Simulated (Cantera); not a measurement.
Sublimation and decomposition of ceramics: MgO + N2

Charge: 1 mol MgO, 4.8 mol N2, held at 133 Pa.

Cantera equilibrium calculation (NASA polynomials, part measured and part estimated; ideal gas, pure solids and liquids). Candidate condensed phases: Mg, MgO; 13 gas species. The numbers say what is thermodynamically allowed, not how fast it happens.

| T (K) | log p N2 | log p Mg | log p O | log p O2 | log p NO | n MgO(s) |
|---|---|---|---|---|---|---|
| 1623 | -2.88 | -8.18 | -9.32 | -9.20 | -8.32 | 1.000 |
| 1773 | -2.88 | -6.97 | -7.86 | -7.66 | -7.30 | 1.000 |
| 1923 | -2.88 | -5.90 | -6.66 | -6.44 | -6.48 | 0.995 |
| 2073 | -2.88 | -4.97 | -5.66 | -5.45 | -5.81 | 0.960 |
| 2223 | -2.91 | -4.15 | -4.81 | -4.61 | -5.25 | 0.719 |
| 2373 | -3.01 | -3.69 | -4.22 | -4.18 | -4.94 | 0 |
| 2523 | -3.01 | -3.70 | -3.98 | -4.38 | -4.93 | 0 |
| 2673 | -3.02 | -3.70 | -3.83 | -4.68 | -4.98 | 0 |
| 2823 | -3.02 | -3.71 | -3.76 | -5.08 | -5.08 | 0 |
| 2973 | -3.03 | -3.71 | -3.74 | -5.50 | -5.21 | 0 |
log p: log10 of the partial pressure in bar; n: condensed amount in mol.

From 1623 K to 2223 K the condensed part is MgO(s). From 2373 K to 2973 K nothing is condensed. The main Mg-bearing gas is Mg throughout.
